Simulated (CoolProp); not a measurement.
A Linde-Hampson liquefier for methane: isothermal reversible compression at 200 K from 1 atm to 30 MPa, throttling to 1 atm, return gas leaving the recuperator 2 K below the feed. Each further row changes one setting.

Values from CoolProp's reference Helmholtz-energy equation of state, Setzmann 1991.

| case | liquid yield per pass | compression work (kJ/kg of gas) |
|---|---|---|
| as stated | 0.506 | 458 |
| high pressure 60 MPa | 0.459 | 541 |
| warm-end temperature 230 K | 0.408 | 577 |
| warm-end gap 7 K | 0.499 | 458 |
